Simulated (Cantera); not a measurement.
What does this Cantera script print?

```python
import numpy as np
import cantera as ct

gas_names = """
    Ca CaCL CaCL2 Ca2 CL CL2 H HCL H2 N NH NH2 NH3 N2 N2H2 N2H4
""".split()
cond_names = """
    Ca(a) Ca(b) Ca(L) CaCL2(s) CaCL2(L) NH4CL(a) NH4CL(b)
""".split()


def load(file, names, dense=False):
    # The tables refer to 1 bar. Condensed volumes are neglected.
    table = {s.name: s for s in ct.Species.list_from_file(file)}
    out = []
    for n in names:
        d = dict(table[n].input_data)
        d["thermo"] = dict(d["thermo"], **{"reference-pressure": 1e5})
        if dense:
            d["equation-of-state"] = {"model": "constant-volume", "density": "1e6 g/cm^3"}
        out.append(ct.Species.from_dict(d))
    return out


gas = ct.Solution(thermo="ideal-gas", species=load("nasa_gas.yaml", gas_names))
cond = {s.name: ct.Solution(thermo="fixed-stoichiometry", species=[s], name=s.name)
        for s in load("nasa_condensed.yaml", cond_names, dense=True)}
atoms = {
    'CaCl2': {'Ca': 1, 'CL': 2},
    'H2': {'H': 2},
    'N2': {'N': 2},
    'HCl': {'H': 1, 'CL': 1},
}
top_T = {}  # K; cautious upper limits of use, not melting points


def equilibrate(T, P, feed):
    n = {}
    for name, mol in feed.items():
        for a, k in atoms[name].items():
            n[a] = n.get(a, 0.0) + k * mol
    gas.TPX = T, P, n
    mass = sum(n.values()) * gas.mean_molecular_weight
    gas.equilibrate("TP")
    valid = [c for c in cond.values() if c.min_temp <= T <= top_T.get(c.name, c.max_temp)]
    mix = ct.Mixture([(gas, mass / gas.mean_molecular_weight)] + [(c, 0.0) for c in valid])
    mix.T, mix.P = T, P
    mix.equilibrate("TP", solver="vcs", rtol=1e-11, max_steps=5000)
    return mix


results = []
feed = {'CaCl2': 1, 'H2': 4.4, 'N2': 48, 'HCl': 0.034}  # mol
T = 1048.15  # K
P = 0.35  # Pa
mix = equilibrate(T, P, feed)
results.append((T, P, feed, dict(zip(mix.species_names, mix.species_moles))))
x = sorted(zip(gas.X, gas.species_names), reverse=True)
print(f"T = {T:g} K  P = {P:g} Pa  gas = {mix.phase_moles(0):.4g} mol")
print("   x: " + "  ".join(f"{s} {v:.3e}" for v, s in x if v > 1e-06))
print("   condensed (mol): " + ("  ".join(f"{mix.phase(i).name} {mix.phase_moles(i):.4g}"
      for i in range(1, mix.n_phases) if mix.phase_moles(i) > 1e-12) or "none"))
```

Result:

```
T = 1048.15 K  P = 0.35 Pa  gas = 53.43 mol
   x: N2 8.983e-01  H2 8.234e-02  CaCL2 1.871e-02  HCL 6.366e-04  H 1.189e-06
   condensed (mol): none
```

These are equilibrium values from Cantera (NASA tables, ideal gas, pure condensed phases), not measurements of a reactor.
